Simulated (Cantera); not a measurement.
# Low-pressure radical oxidation in H2/O2

An isothermal, constant-pressure homogeneous reactor starts with 1.09 % H₂, 98.9 % O₂, equivalence ratio 0.0055, at 1450 K and 0.0133 bar.

Computed with Cantera and the H2/O2 subset of GRI-Mech 3.0, which has no nitrogen chemistry. Radical loss at walls, strong at low pressure, is not modelled.

```
t (s)        x H₂   x O₂    x H₂O₂       x O     x H₂O     x HO₂      x OH
--------  -------  -----  --------  --------  --------  --------  --------
2.00e-6    0.0109  0.989    <1e-12  5.59e-11    <1e-12  9.81e-10  5.59e-11
6.91e-6    0.0109  0.989    <1e-12  6.08e-10  6.79e-12   3.39e-9  6.06e-10
2.39e-5    0.0109  0.989    <1e-12   5.46e-9  2.24e-10   1.17e-8   5.41e-9
8.25e-5    0.0109  0.989  8.87e-12   3.49e-8   5.38e-9   4.05e-8   3.38e-8
0.000285   0.0109  0.989  9.62e-11   2.18e-7   1.07e-7   1.40e-7   2.00e-7
0.000985   0.0109  0.989  8.57e-10   4.72e-6   4.69e-6   4.79e-7   4.15e-6
0.00340   0.00226  0.981   2.00e-8   0.00646   0.00694   5.65e-7   0.00290
0.0118    4.49e-5  0.979   8.57e-9   0.00938   0.00990   3.67e-7   0.00158
0.0406    4.25e-5  0.979   8.40e-9   0.00884   0.00994   3.56e-7   0.00154
0.140     3.54e-5  0.981   7.84e-9   0.00730    0.0101   3.23e-7   0.00141
0.485     2.08e-5  0.984   6.26e-9   0.00420    0.0103   2.40e-7   0.00108
1.68      6.31e-6  0.988   3.41e-9   0.00124    0.0106   1.17e-7  0.000596
5.79      1.05e-6  0.989   1.08e-9  0.000202    0.0108   4.29e-8  0.000243
20.0      1.70e-7  0.989  2.87e-10   3.27e-5    0.0109   3.94e-8   9.81e-5
```
x: mole fraction; the columns are a selection and need not sum to one.

Equilibrium at this temperature and pressure: H₂ 9.06e-8, O₂ 0.989, H₂O₂ 1.93e-10, O 1.74e-5, H₂O 0.0109, HO₂ 4.81e-8, OH 7.16e-5 (gas phase only).
